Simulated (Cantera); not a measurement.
# Stirred combustor or abatement burner

A perfectly stirred reactor is fed with CH4 : CO : O2 : N2 : CO2 : H2 = 1 : 0.92 : 3.9 : 14.7 : 0.48 : 0.53 (molar parts), equivalence ratio 0.70, at 5.00 bar; it is adiabatic with a 750 K inlet, and is followed from long to short residence time, starting on the burning branch (τ in s: 0.12, 0.055, 0.025, 0.012, 0.0053, 0.0024, 0.0011, 0.0005, 0.00023, 0.0001, 4.7e-05, 2.2e-05).

Model: GRI-Mech 3.0 (53 species, 325 reactions), integrated in Cantera.

```
τ (s)    T (K)     x CH4     x CO    x O2    x C2H6   x CH2CO
-------  -----  --------  -------  ------  --------  --------
0.12      2200   4.88e-7  0.00137  0.0549    <1e-12  2.97e-11
0.055     2201   1.04e-6  0.00144  0.0555    <1e-12  6.85e-11
0.025     2202   2.19e-6  0.00158  0.0559  2.86e-12  1.69e-10
0.012     2200   4.30e-6  0.00183  0.0562  1.07e-11  4.16e-10
0.0053    2195   8.71e-6  0.00236  0.0566  4.16e-11   1.22e-9
0.0024    2184   1.63e-5  0.00333  0.0570  1.33e-10   3.49e-9
0.0011    2167   2.88e-5  0.00496  0.0577  3.60e-10   9.45e-9
0.00050   2139   5.02e-5  0.00754  0.0588  9.05e-10   2.41e-8
0.00023   2099   8.74e-5   0.0113  0.0605   2.24e-9   5.67e-8
0.00010   2038  0.000166   0.0170  0.0633   6.50e-9   1.37e-7
4.7e-5    1963  0.000321   0.0242  0.0673   2.12e-8   3.18e-7
2.2e-5    1857  0.000755   0.0353  0.0744   1.16e-7   9.61e-7
```
x: mole fraction; the columns are a selection and need not sum to one.
